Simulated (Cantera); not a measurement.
A Cantera script and its output.

```python
import numpy as np
import cantera as ct

gas = ct.Solution("gri30.yaml")
gas.TPX = 2373, 2666, {'CH4': 0.022, 'H2': 1, 'N2': 0.0019}
reactor = ct.IdealGasConstPressureReactor(gas, energy="off", clone=False)
net = ct.ReactorNet([reactor])
net.rtol, net.atol = 1e-08, 1e-18
show = ['CH4', 'H2', 'C2H6', 'HCN', 'C2H2', 'C2H']
times = np.geomspace(2e-05, 90, 15)

steps = ct.SolutionArray(gas, extra=["t"])
rows = []
print(f"{'t/s':>10s}{'T/K':>9s}{'P/Pa':>11s}" + "".join(f"{s:>11s}" for s in show))
for t in times:
    while net.time < t:
        t_next = net.step()
        steps.append(gas.state, t=t_next)
    rows.append([np.interp(t, steps.t, y) for y in (steps.T, steps.P, *steps(*show).X.T)])
    print(f"{t:10.3e}{rows[-1][0]:9.1f}{rows[-1][1]:11.4g}" + "".join(f"{x:11.3e}" for x in rows[-1][2:]))
rate = np.gradient(steps.T, steps.t)
print("integrator steps:", len(steps.t))
if steps.T.max() > steps.T[0] + 200:
    print(f"time of steepest temperature rise: {steps.t[rate.argmax()]:.4e} s")
gas.TPX = 2373, 2666, {'CH4': 0.022, 'H2': 1, 'N2': 0.0019}
gas.equilibrate("TP")
print(f"equilibrium (TP): T = {gas.T:.1f} K  " + "  ".join(f"{s} {gas[s].X[0]:.3e}" for s in show))
```

It prints:

```
       t/s      T/K       P/Pa        CH4         H2       C2H6        HCN       C2H2        C2H
 2.000e-05   2373.0       2666  2.131e-02  9.763e-01  3.532e-09  3.787e-14  7.203e-10  1.260e-14
 5.974e-05   2373.0       2666  2.103e-02  9.757e-01  3.754e-08  5.650e-13  6.159e-08  3.453e-12
 1.784e-04   2373.0       2666  2.020e-02  9.736e-01  2.708e-07  2.663e-11  4.700e-06  7.988e-10
 5.330e-04   2373.0       2666  1.772e-02  9.683e-01  1.080e-06  1.708e-09  2.307e-04  1.130e-07
 1.592e-03   2373.0       2666  1.028e-02  9.614e-01  9.237e-07  5.368e-08  3.382e-03  3.627e-06
 4.755e-03   2373.0       2666  2.328e-03  9.585e-01  6.748e-08  3.514e-07  8.568e-03  1.325e-05
 1.420e-02   2373.0       2666  3.538e-04  9.521e-01  1.943e-09  8.546e-07  1.001e-02  2.011e-05
 4.243e-02   2373.0       2666  5.622e-05  9.424e-01  5.986e-11  1.400e-06  1.019e-02  2.652e-05
 1.267e-01   2373.0       2666  1.132e-05  9.263e-01  3.141e-12  2.086e-06  1.014e-02  3.642e-05
 3.785e-01   2373.0       2666  5.883e-06  9.095e-01  1.038e-12  3.949e-06  1.005e-02  4.678e-05
 1.131e+00   2373.0       2666  5.353e-06  9.061e-01  8.892e-13  1.038e-05  1.002e-02  4.888e-05
 3.377e+00   2373.0       2666  5.349e-06  9.061e-01  8.881e-13  2.957e-05  1.001e-02  4.884e-05
 1.009e+01   2373.0       2666  5.345e-06  9.061e-01  8.866e-13  8.461e-05  9.985e-03  4.871e-05
 3.013e+01   2373.0       2666  5.332e-06  9.061e-01  8.822e-13  2.320e-04  9.912e-03  4.835e-05
 9.000e+01   2373.0       2666  5.299e-06  9.061e-01  8.708e-13  5.714e-04  9.742e-03  4.752e-05
integrator steps: 1553
equilibrium (TP): T = 2373.0 K  CH4 5.175e-06  H2 9.061e-01  C2H6 8.287e-13  HCN 2.039e-03  C2H2 9.010e-03  C2H 4.395e-05
```

Computed with Cantera and GRI-Mech 3.0 (53 species, 325 reactions). GRI-Mech 3.0 stops at C3 and has no aromatics, soot or wall deposition, so with more carbon than oxygen in the feed, carbon stays in small species such as C2H2 where larger ones or solid carbon would form. Radical loss at walls, strong at low pressure, is not modelled.
